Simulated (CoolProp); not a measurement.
Saturation properties of n-perfluorobutane (Tc = 113.2 °C, pc = 2.322 MPa, ω = 0.372).

Computed with CoolProp (reference Helmholtz-energy equation of state, Gao 2022).

```tsv
T (°C)	p (MPa)	vapour density (kg/m³)	liquid cp (kJ/(kg K))
26.45	0.2799	29.75	1.148
29.75	(withheld)	32.93	1.154
33.05	0.3433	(withheld)	1.160
36.45	0.3798	40.22	1.167
39.75	0.4181	44.27	1.174
43.05	0.4591	48.67	(withheld)
46.35	0.5032	53.43	(withheld)
49.65	0.5503	(withheld)	1.198
52.95	0.6006	64.18	(withheld)
56.35	0.6560	70.44	1.218
59.65	(withheld)	77.04	1.229
62.95	(withheld)	84.23	1.241
66.25	0.8392	92.06	1.255
```

Question: What belongs in the gaps?

Answer: 
- 29.75, p (MPa): 0.3104
- 33.05, vapour density (kg/m³): 36.37
- 43.05, liquid cp (kJ/(kg K)): 1.182
- 46.35, liquid cp (kJ/(kg K)): 1.190
- 49.65, vapour density (kg/m³): 58.59
- 52.95, liquid cp (kJ/(kg K)): 1.208
- 59.65, p (MPa): 0.7133
- 62.95, p (MPa): 0.7744

It boils at -2.0 °C under 1 atm.
